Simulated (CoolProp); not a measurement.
The fluid at 293.15 K and 0.0252 MPa expands adiabatically to 0.00309 MPa with isentropic efficiency 1. The same conditions are run with several fluids, on thermodynamics alone (safety and materials aside).

Model: reference Helmholtz-energy equation of state of each fluid (R113: Marx 1992; R125: Lemmon 2005; R142b: Lemmon 2006; n-pentane: Thol 2019; R236EA: Rui 2013), in CoolProp.

| fluid | work (kJ/kg) | final temperature (K) | final density (kg/m³) |
|---|---|---|---|
| R113 | 25.2 | 251.7 | 0.277 |
| R125 | 38.6 | … | … |
| R142b | 45.4 | 233.1 | … |
| n-pentane | 65.2 | … | … |
| R236EA | 31.2 | 254.0 | 0.223 |

Problem. Fill in the missing entries.

Solution. 
- R125, final temperature (K): 240.3
- R125, final density (kg/m³): 0.186
- R142b, final density (kg/m³): 0.160
- n-pentane, final temperature (K): 250.4
- n-pentane, final density (kg/m³): 0.107
